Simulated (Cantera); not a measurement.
A freely propagating, adiabatic, planar premixed flame of 12.6 % CH4, 19.4 % O2, 67.9 % N2, equivalence ratio 1.3, unburnt at 525 K and 0.680 bar; unity-Lewis-number transport, grid criteria slope 0.08 and curve 0.16, no radiation.

Detailed kinetics in Cantera: GRI-Mech 3.0 (53 species, 325 reactions). Unity Lewis numbers drop preferential diffusion, which matters most where H2 and H carry the flame. Burning velocities carry a grid error of a few per cent, more on coarse grids.

Predict: laminar burning velocity; thermal thickness; peak x(H); peak x(CH2O); peak x(CH3).

laminar burning velocity: 59.9 cm/s
thermal thickness: 0.685 mm
peak x(H): 0.0143
peak x(CH2O): 0.000814
peak x(CH3): 0.00368
